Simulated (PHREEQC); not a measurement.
Dissolve 0.043 mol CaCl2, 5.9e-05 mol NaHCO3 and 0.0046 mol CO2 per kg of water at 20 °C. Closed to the air; pH follows from the charge balance.

All values are PHREEQC results (ion-association model, phreeqc.dat), not measurements.

This is a speciation only: nothing precipitates in the calculation.

### Question
What pH, specific conductance, density does the model give?

### Answer
pH 4.51; specific conductance 7840 µS/cm; density 1.002 g/cm³.

### Question
In which forms is C present?

### Answer
CO2 98 %, HCO3- 1.8 % of the C.

Complexes and solids missing from the database can't appear.
